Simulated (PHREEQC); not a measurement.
# City or well water: speciation

Synthetic water in mg/L, 25 °C, pH 6.34, pe 10.3: Na 4.88; K 1.99; Ca 27.4; Mg 32.8; Cl 75.2; S(6) as SO4 27.9; Alkalinity as HCO3 112; Br 2.08; Ni 1.76; Zn 0.279; Pb 0.831.

Na is adjusted to close the charge balance.
Valence states are taken as typed.

The numbers come from PHREEQC with the ion-association model, wateq4f.dat.

| Property | Result |
|---|---|
| ionic strength | 0.00660 mol/kgw |

```json
[
 {"species": "Cl-", "molality": "0.00212", "activity": "0.00194", "log γ": "-0.038"},
 {"species": "HCO3-", "molality": "0.00177", "activity": "0.00163", "log γ": "-0.036"},
 {"species": "CO2", "molality": "0.00167", "activity": "0.00168", "log γ": "0.001"},
 {"species": "Mg+2", "molality": "0.00129", "activity": "0.000930", "log γ": "-0.143"},
 {"species": "Ca+2", "molality": "0.000657", "activity": "0.000470", "log γ": "-0.145"},
 {"species": "Na+", "molality": "0.000370", "activity": "0.000340", "log γ": "-0.037"}
]
```

No solid was allowed to form. Saturation is exceeded, for instance for Cerrusite; the values hold only as long as no solid forms. The database's nickel carbonate constants are estimates that later reviews lower a good deal. The database's zinc carbonate complexes are estimates, stronger than later reviews accept.
